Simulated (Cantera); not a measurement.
A Cantera script and its output.

```python
import numpy as np
import cantera as ct

gas = ct.Solution("h2o2.yaml")
gas.TPX = 1275, 1333, {'H2': 0.22, 'O2': 1}
reactor = ct.IdealGasConstPressureReactor(gas, energy="off", clone=False)
net = ct.ReactorNet([reactor])
net.rtol, net.atol = 1e-08, 1e-18
show = ['H2', 'O2', 'OH', 'O', 'HO2', 'H2O2']
times = np.geomspace(0.0003, 40, 11)

steps = ct.SolutionArray(gas, extra=["t"])
rows = []
print(f"{'t/s':>10s}{'T/K':>9s}{'P/Pa':>11s}" + "".join(f"{s:>11s}" for s in show))
for t in times:
    while net.time < t:
        t_next = net.step()
        steps.append(gas.state, t=t_next)
    rows.append([np.interp(t, steps.t, y) for y in (steps.T, steps.P, *steps(*show).X.T)])
    print(f"{t:10.3e}{rows[-1][0]:9.1f}{rows[-1][1]:11.4g}" + "".join(f"{x:11.3e}" for x in rows[-1][2:]))
rate = np.gradient(steps.T, steps.t)
print("integrator steps:", len(steps.t))
if steps.T.max() > steps.T[0] + 200:
    print(f"time of steepest temperature rise: {steps.t[rate.argmax()]:.4e} s")
gas.TPX = 1275, 1333, {'H2': 0.22, 'O2': 1}
gas.equilibrate("TP")
print(f"equilibrium (TP): T = {gas.T:.1f} K  " + "  ".join(f"{s} {gas[s].X[0]:.3e}" for s in show))
```

It prints:

```
       t/s      T/K       P/Pa         H2         O2         OH          O        HO2       H2O2
 3.000e-04   1275.0       1333  1.803e-01  8.197e-01  1.534e-06  2.268e-06  1.611e-07  6.234e-10
 9.764e-04   1275.0       1333  4.319e-02  7.373e-01  1.643e-02  4.711e-02  6.198e-06  4.508e-07
 3.178e-03   1275.0       1333  7.391e-03  7.172e-01  1.127e-02  7.076e-02  6.856e-06  2.512e-07
 1.034e-02   1275.0       1333  5.249e-03  7.474e-01  9.674e-03  4.622e-02  7.169e-06  2.897e-07
 3.366e-02   1275.0       1333  1.622e-03  7.862e-01  5.482e-03  1.320e-02  5.927e-06  2.758e-07
 1.095e-01   1275.0       1333  1.800e-04  7.996e-01  1.837e-03  1.440e-03  2.053e-06  1.257e-07
 3.565e-01   1275.0       1333  1.937e-05  8.014e-01  6.064e-04  1.558e-04  3.714e-07  3.882e-08
 1.160e+00   1275.0       1333  3.071e-06  8.017e-01  2.427e-04  2.490e-05  7.786e-08  1.175e-08
 3.776e+00   1275.0       1333  6.569e-07  8.017e-01  1.126e-04  5.360e-06  3.153e-08  3.686e-09
 1.229e+01   1275.0       1333  1.873e-07  8.018e-01  6.020e-05  1.533e-06  3.223e-08  1.376e-09
 4.000e+01   1275.0       1333  1.088e-07  8.018e-01  4.587e-05  8.901e-07  3.814e-08  9.370e-10
integrator steps: 2069
equilibrium (TP): T = 1275.0 K  H2 1.065e-07  O2 8.018e-01  OH 4.539e-05  O 8.717e-07  HO2 3.842e-08  H2O2 9.244e-10
```

Model: the H2/O2 subset of GRI-Mech 3.0, which has no nitrogen chemistry, integrated in Cantera. Radical loss at walls, strong at low pressure, is not modelled. The temperature is held fixed by assumption; the heat of reaction is taken as removed at once.
